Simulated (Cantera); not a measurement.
A Cantera script and what it prints.

```python
import numpy as np
import cantera as ct

gas_names = """
    Ca CaCL CaCL2 CaO CaOH CaO2H2 Ca2 CL CLO CL2 H HCL HNO HNO2 HNO3 HOCL HO2 H2 H2O H2O2 N NH NH2 NH3
    NH2OH NO NO2 NO3 N2 N2H2 N2H4 N2O O OH O2 O3
""".split()
cond_names = """
    Ca(a) Ca(b) Ca(L) CaCL2(s) CaCL2(L) CaO(s) CaO(L) CaO2H2(s) H2O(s) H2O(L) NH4CL(a) NH4CL(b)
""".split()


def load(file, names, dense=False):
    # The tables refer to 1 bar. Condensed volumes are neglected.
    table = {s.name: s for s in ct.Species.list_from_file(file)}
    out = []
    for n in names:
        d = dict(table[n].input_data)
        d["thermo"] = dict(d["thermo"], **{"reference-pressure": 1e5})
        if dense:
            d["equation-of-state"] = {"model": "constant-volume", "density": "1e6 g/cm^3"}
        out.append(ct.Species.from_dict(d))
    return out


gas = ct.Solution(thermo="ideal-gas", species=load("nasa_gas.yaml", gas_names))
cond = {s.name: ct.Solution(thermo="fixed-stoichiometry", species=[s], name=s.name)
        for s in load("nasa_condensed.yaml", cond_names, dense=True)}
atoms = {
    'CaO': {'Ca': 1, 'O': 1},
    'HCl': {'H': 1, 'CL': 1},
    'N2': {'N': 2},
}
top_T = {}  # K; cautious upper limits of use, not melting points


def equilibrate(T, P, feed):
    n = {}
    for name, mol in feed.items():
        for a, k in atoms[name].items():
            n[a] = n.get(a, 0.0) + k * mol
    gas.TPX = T, P, n
    mass = sum(n.values()) * gas.mean_molecular_weight
    gas.equilibrate("TP")
    valid = [c for c in cond.values() if c.min_temp <= T <= top_T.get(c.name, c.max_temp)]
    mix = ct.Mixture([(gas, mass / gas.mean_molecular_weight)] + [(c, 0.0) for c in valid])
    mix.T, mix.P = T, P
    mix.equilibrate("TP", solver="vcs", rtol=1e-11, max_steps=5000)
    return mix


results = []
feed = {'CaO': 1, 'HCl': 3.7, 'N2': 7}  # mol
P = 1.4  # Pa
for T in [1175, 1225, 1275, 1325, 1375, 1425, 1475, 1525, 1575, 1625, 1675, 1725, 1775]:
    mix = equilibrate(T, P, feed)
    results.append((T, P, feed, dict(zip(mix.species_names, mix.species_moles))))
    x = sorted(zip(gas.X, gas.species_names), reverse=True)
    print(f"T = {T:g} K  P = {P:g} Pa  gas = {mix.phase_moles(0):.4g} mol")
    print("   x: " + "  ".join(f"{s} {v:.3e}" for v, s in x if v > 0.001))
    print("   condensed (mol): " + ("  ".join(f"{mix.phase(i).name} {mix.phase_moles(i):.4g}"
          for i in range(1, mix.n_phases) if mix.phase_moles(i) > 1e-12) or "none"))
```

It prints:

```
T = 1175 K  P = 1.4 Pa  gas = 10.7 mol
   x: N2 6.540e-01  HCL 2.604e-01  CaCL2 4.243e-02  H2O 4.243e-02
   condensed (mol): CaO(s) 0.5459
T = 1225 K  P = 1.4 Pa  gas = 10.7 mol
   x: N2 6.539e-01  HCL 2.467e-01  CaCL2 4.905e-02  H2O 4.905e-02
   condensed (mol): CaO(s) 0.4749
T = 1275 K  P = 1.4 Pa  gas = 10.71 mol
   x: N2 6.537e-01  HCL 2.329e-01  CaCL2 5.558e-02  H2O 5.557e-02  CL 1.446e-03
   condensed (mol): CaO(s) 0.4049
T = 1325 K  P = 1.4 Pa  gas = 10.71 mol
   x: N2 6.534e-01  HCL 2.193e-01  CaCL2 6.186e-02  H2O 6.184e-02  CL 2.341e-03  H2 1.178e-03
   condensed (mol): CaO(s) 0.3374
T = 1375 K  P = 1.4 Pa  gas = 10.72 mol
   x: N2 6.530e-01  HCL 2.060e-01  CaCL2 6.776e-02  H2O 6.771e-02  CL 3.644e-03  H2 1.838e-03
   condensed (mol): CaO(s) 0.2736
T = 1425 K  P = 1.4 Pa  gas = 10.73 mol
   x: N2 6.523e-01  HCL 1.930e-01  CaCL2 7.318e-02  H2O 7.308e-02  CL 5.474e-03  H2 2.769e-03
   condensed (mol): CaO(s) 0.2147
T = 1475 K  P = 1.4 Pa  gas = 10.75 mol
   x: N2 6.514e-01  HCL 1.803e-01  CaCL2 7.803e-02  H2O 7.780e-02  CL 7.965e-03  H2 4.042e-03
   condensed (mol): CaO(s) 0.1615
T = 1525 K  P = 1.4 Pa  gas = 10.77 mol
   x: N2 6.502e-01  HCL 1.680e-01  CaCL2 8.221e-02  H2O 8.176e-02  CL 1.125e-02  H2 5.732e-03
   condensed (mol): CaO(s) 0.1149
T = 1575 K  P = 1.4 Pa  gas = 10.79 mol
   x: N2 6.485e-01  HCL 1.560e-01  CaCL2 8.565e-02  H2O 8.480e-02  CL 1.548e-02  H2 7.910e-03
   condensed (mol): CaO(s) 0.07526
T = 1625 K  P = 1.4 Pa  gas = 10.83 mol
   x: N2 6.462e-01  HCL 1.442e-01  CaCL2 8.828e-02  H2O 8.674e-02  CL 2.076e-02  H2 1.064e-02  H 1.945e-03
   condensed (mol): CaO(s) 0.04304
T = 1675 K  P = 1.4 Pa  gas = 10.89 mol
   x: N2 6.430e-01  HCL 1.325e-01  CaCL2 9.004e-02  H2O 8.737e-02  CL 2.718e-02  H2 1.394e-02  H 3.664e-03  OH 1.111e-03
   condensed (mol): CaO(s) 0.01829
T = 1725 K  P = 1.4 Pa  gas = 10.96 mol
   x: N2 6.387e-01  HCL 1.208e-01  CaCL2 9.088e-02  H2O 8.642e-02  CL 3.479e-02  H2 1.781e-02  H 6.624e-03  OH 1.771e-03  O2 1.135e-03
   condensed (mol): CaO(s) 0.0006768
T = 1775 K  P = 1.4 Pa  gas = 11.06 mol
   x: N2 6.328e-01  HCL 1.104e-01  CaCL2 8.976e-02  H2O 8.275e-02  CL 4.402e-02  H2 2.222e-02  H 1.153e-02  OH 2.674e-03  O2 1.792e-03  O 1.083e-03
   condensed (mol): none
```

These are equilibrium values from Cantera (NASA tables, ideal gas, pure condensed phases), not measurements of a reactor. Condensed phases not in the tables: oxide chlorides.
